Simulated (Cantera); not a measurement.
What does this Cantera script print?

```python
import numpy as np
import cantera as ct

gas_names = [...]  # 136 gases of nasa_gas.yaml made of C, H, N, O
cond_names = """
    C(gr) C6H6(L) C7H8(L) C8H18(L),n-octa H2O(s) H2O(L)
""".split()


# ... load() reads the species with a 1 bar reference pressure and builds the phases ...
atoms = {
    'C2H4': {'C': 2, 'H': 4},
    'H2O': {'H': 2, 'O': 1},
    'N2': {'N': 2},
}
top_T = {'C(gr)': 4500}  # K; cautious upper limits of use, not melting points


# ... equilibrate(T, P, feed) seeds the gas with the atoms and calls Mixture.equilibrate('TP', solver="vcs", rtol=1e-11, max_steps=5000) ...
results = []
T = 2798  # K
P = 100000  # Pa
for m in [4.8, 5.7, 6.7, 8, 9.4, 11, 13, 15, 18, 21, 25, 30]:
    feed = {'C2H4': 1, 'H2O': 0.26, 'N2': m}  # mol
    mix = equilibrate(T, P, feed)
    results.append((T, P, feed, dict(zip(mix.species_names, mix.species_moles))))

top = {s: max(r[3][s] / sum(r[3][g] for g in gas_names) for r in results) for s in gas_names}
cols = sorted((s for s in top if top[s] > 1e-06), key=lambda s: -top[s])[:8]
seen = [c for c in cond_names if any(r[3].get(c, 0) > 1e-12 for r in results)]
print("log10 of partial pressures in bar; condensed amounts in mol")
print(f"{'n(N2)':>10s}" + "".join(f"{s[:9]:>10s}" for s in cols + seen))
for T, P, feed, n in results:
    ng = sum(n[g] for g in gas_names)
    print(f"{feed['N2']:10.4g}" + "".join(f"{np.log10(max(n[s] / ng * P / 1e5, 1e-99)):10.3f}" for s in cols)
          + "".join(f"{n.get(c, 0):10.4g}" for c in seen))
```

Output:

```
log10 of partial pressures in bar; condensed amounts in mol
     n(N2)        N2        H2       HCN         H        CO       HNC C2H2,acet        CN     C(gr)
       4.8    -0.214    -0.614    -1.275    -1.397    -1.459    -2.074    -2.094    -3.135     1.144
       5.7    -0.187    -0.670    -1.290    -1.425    -1.508    -2.089    -2.150    -3.121     1.105
       6.7    -0.165    -0.726    -1.307    -1.453    -1.558    -2.105    -2.205    -3.110     1.066
         8    -0.143    -0.790    -1.328    -1.485    -1.614    -2.127    -2.270    -3.099      1.02
       9.4    -0.125    -0.852    -1.350    -1.516    -1.668    -2.149    -2.331    -3.090     0.975
        11    -0.110    -0.914    -1.373    -1.547    -1.722    -2.172    -2.394    -3.083    0.9283
        13    -0.096    -0.983    -1.401    -1.582    -1.782    -2.200    -2.463    -3.075    0.8753
        15    -0.085    -1.044    -1.426    -1.612    -1.834    -2.225    -2.524    -3.070     0.827
        18    -0.073    -1.125    -1.460    -1.653    -1.902    -2.259    -2.604    -3.064    0.7614
        21    -0.064    -1.195    -1.491    -1.688    -1.961    -2.289    -2.674    -3.059    0.7023
        25    -0.055    -1.276    -1.527    -1.728    -2.029    -2.326    -2.756    -3.055    0.6312
        30    -0.047    -1.364    -1.567    -1.772    -2.101    -2.366    -2.844    -3.051    0.5519
```

Cantera equilibrium calculation (NASA polynomials, part measured and part estimated; ideal gas, pure solids and liquids).
